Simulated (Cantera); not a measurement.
Input: 1 mol MgO, 0.38 mol H2S, 2.5 mol O2, equilibrated at 188 Torr.

These are equilibrium values from Cantera (NASA tables, ideal gas, pure condensed phases), not measurements of a reactor. Candidate condensed phases: H2O, H2SO4, Mg, MgO, Mg(OH)2, MgS, MgSO4, S; 26 gas species. Mutual solubility and eutectic melting of coexisting phases are not modelled. Rates play no part.

x: gas mole fraction; n: condensed amount in mol.

| T (K) | x O2 | x H2O | x SO2 | x SO3 | x OH | n MgO(s) | n MgSO4(s) |
|---|---|---|---|---|---|---|---|
| 648 | 0.821 | 0.179 | <1e-12 | <1e-12 | 7.68e-12 | 0.620 | 0.380 |
| 748 | 0.821 | 0.179 | 5.40e-12 | 2.36e-10 | 4.27e-10 | 0.620 | 0.380 |
| 848 | 0.821 | 0.179 | 7.31e-9 | 4.94e-8 | 9.23e-9 | 0.620 | 0.380 |
| 948 | 0.821 | 0.179 | 2.09e-6 | 3.25e-6 | 1.05e-7 | 0.620 | 0.380 |
| 1048 | 0.821 | 0.179 | 0.000196 | 9.37e-5 | 7.49e-7 | 0.621 | 0.379 |
| 1148 | 0.814 | 0.177 | 0.00814 | 0.00146 | 3.77e-6 | 0.641 | 0.359 |
| 1248 | 0.716 | 0.142 | 0.132 | 0.00990 | 1.28e-5 | 1.00 | 0 |
| 1348 | 0.717 | 0.142 | 0.136 | 0.00514 | 4.11e-5 | 1.00 | 0 |
| 1448 | 0.717 | 0.141 | 0.139 | ? | ? | 1.00 | 0 |
| 1548 | 0.717 | 0.141 | 0.140 | ? | ? | 1.00 | 0 |
| 1648 | 0.717 | 0.141 | 0.140 | 0.00112 | 0.000577 | 1.00 | 0 |
| 1748 | 0.717 | 0.141 | 0.141 | 0.000754 | 0.00114 | 1.000 | 0 |

Problem. Some entries are withheld; supply them.

Solution. 
- 1548, x SO3: 0.00174
- 1548, x OH: 0.000268
- 1448, x SO3: 0.00289
- 1448, x OH: 0.000112
